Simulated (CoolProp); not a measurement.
Vapour-liquid equilibrium of cyclohexane (1) + n-heptane (2) at 0.0102 MPa; x and y are mole fractions of (1).

Values from CoolProp's multi-fluid Helmholtz-energy mixture model, Zhou 2014 and Span 2003; pair parameters Bell 2016.

```tsv
x	bubble temperature (K)	y at the bubble point	dew temperature at overall composition x (K)	liquid density (mol/L)
0.05	307.7	0.101	308.4	___
0.15	305.5	0.275	___	6.999
0.25	303.4	___	305.8	7.216
0.35	301.6	0.537	304.4	___
0.45	299.9	0.636	302.9	7.682
0.55	298.4	0.722	301.4	7.933
0.65	297.0	0.796	299.7	8.198
0.75	295.7	0.861	297.9	8.478
0.85	294.5	0.920	295.9	___
0.95	293.4	0.974	293.9	9.090
```

Fill in the missing entries.


- 0.05, liquid density (mol/L): 6.791
- 0.15, dew temperature at overall composition x (K): 307.1
- 0.25, y at the bubble point: 0.418
- 0.35, liquid density (mol/L): 7.444
- 0.85, liquid density (mol/L): 8.775

No azeotrope shows between x = 0.05 and 0.95.

Pair parameters are fitted to limited data, so mixtures are less certain than the pure fluids.
